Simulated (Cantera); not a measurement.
Cantera run, input and output.

```python
import numpy as np
import cantera as ct

gas = ct.Solution("gri30.yaml")
gas.TPX = 1350, 2666, {'H2': 0.4, 'O2': 1, 'N2': 0.69}
reactor = ct.IdealGasConstPressureReactor(gas, energy="off", clone=False)
net = ct.ReactorNet([reactor])
net.rtol, net.atol = 1e-08, 1e-18
show = ['H2', 'O2', 'N2O', 'OH', 'O', 'NO', 'H']
times = np.geomspace(3e-06, 3, 9)

steps = ct.SolutionArray(gas, extra=["t"])
rows = []
print(f"{'t/s':>10s}{'T/K':>9s}{'P/Pa':>11s}" + "".join(f"{s:>11s}" for s in show))
for t in times:
    while net.time < t:
        t_next = net.step()
        steps.append(gas.state, t=t_next)
    rows.append([np.interp(t, steps.t, y) for y in (steps.T, steps.P, *steps(*show).X.T)])
    print(f"{t:10.3e}{rows[-1][0]:9.1f}{rows[-1][1]:11.4g}" + "".join(f"{x:11.3e}" for x in rows[-1][2:]))
rate = np.gradient(steps.T, steps.t)
print("integrator steps:", len(steps.t))
if steps.T.max() > steps.T[0] + 200:
    print(f"time of steepest temperature rise: {steps.t[rate.argmax()]:.4e} s")
gas.TPX = 1350, 2666, {'H2': 0.4, 'O2': 1, 'N2': 0.69}
gas.equilibrate("TP")
print(f"equilibrium (TP): T = {gas.T:.1f} K  " + "  ".join(f"{s} {gas[s].X[0]:.3e}" for s in show))
```

It prints:

```
       t/s      T/K       P/Pa         H2         O2        N2O         OH          O         NO          H
 3.000e-06   1350.0       2666  1.914e-01  4.785e-01  1.243e-16  3.446e-10  3.609e-10  2.032e-21  5.955e-09
 1.687e-05   1350.0       2666  1.914e-01  4.785e-01  9.197e-16  7.347e-09  8.874e-09  3.696e-19  3.301e-08
 9.487e-05   1350.0       2666  1.914e-01  4.785e-01  1.432e-14  3.243e-07  4.432e-07  9.539e-17  9.059e-07
 5.335e-04   1350.0       2666  2.156e-02  3.801e-01  1.300e-09  1.488e-02  5.546e-02  1.110e-07  6.932e-02
 3.000e-03   1350.0       2666  9.983e-03  3.847e-01  4.580e-09  1.173e-02  4.826e-02  3.041e-06  4.365e-02
 1.687e-02   1350.0       2666  2.162e-03  4.153e-01  1.014e-08  5.626e-03  8.930e-03  5.799e-06  3.588e-03
 9.487e-02   1350.0       2666  7.062e-05  4.227e-01  2.145e-08  1.025e-03  2.867e-04  5.917e-06  2.061e-05
 5.335e-01   1350.0       2666  4.429e-06  4.232e-01  2.451e-08  2.588e-04  1.820e-05  5.920e-06  3.296e-07
 3.000e+00   1350.0       2666  6.306e-07  4.232e-01  1.676e-08  9.798e-05  2.609e-06  5.917e-06  1.793e-08
integrator steps: 1708
equilibrium (TP): T = 1350.0 K  H2 4.094e-07  O2 4.230e-01  N2O 3.784e-09  OH 7.889e-05  O 1.692e-06  NO 5.257e-04  H 9.402e-09
```

Cantera simulation using GRI-Mech 3.0 (53 species, 325 reactions); the numbers are that mechanism's predictions, not measurements. Radical loss at walls, strong at low pressure, is not modelled. The temperature is held fixed by assumption; the heat of reaction is taken as removed at once.
